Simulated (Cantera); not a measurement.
A freely propagating, adiabatic, planar premixed flame of H2 : O2 : N2 = 1 : 0.238 : 0.895 (molar parts), unburnt at 500 K and 0.160 bar; mixture-averaged transport, grid criteria slope 0.08 and curve 0.16, no radiation.

Cantera simulation using the H2/O2 subset of GRI-Mech 3.0, which has no nitrogen chemistry; the numbers are that mechanism's predictions, not measurements. Burning velocities carry a grid error of a few per cent, more on coarse grids.

**Question.** How do the results move with these cheaper or finer settings: unity-Lewis-number transport; multicomponent transport; multicomponent+Soret transport; grid criteria slope 0.5, curve 1; grid criteria slope 0.25, curve 0.5; grid criteria slope 0.03, curve 0.06?

**Answer.** 
| setting | laminar burning velocity | thermal thickness | peak x(OH) | peak x(H) | grid points |
|---|---|---|---|---|---|
| as above | 521 cm/s | 4.60 mm | 0.00400 | 0.120 | 155 |
| unity-Lewis-number transport | 311 cm/s | 3.96 mm | 0.00393 | 0.120 | 133 |
| multicomponent transport | 506 cm/s | 4.62 mm | 0.00399 | 0.120 | 155 |
| multicomponent+Soret transport | 490 cm/s | 4.54 mm | 0.00398 | 0.119 | 155 |
| grid criteria slope 0.5, curve 1 | 628 cm/s | 6.48 mm | 0.00471 | 0.124 | 47 |
| grid criteria slope 0.25, curve 0.5 | 550 cm/s | 5.22 mm | 0.00419 | 0.122 | 79 |
| grid criteria slope 0.03, curve 0.06 | 513 cm/s | 4.46 mm | 0.00392 | 0.120 | 334 |
Unity Lewis numbers drop preferential diffusion, which matters most where H2 and H carry the flame; Soret adds thermal diffusion.
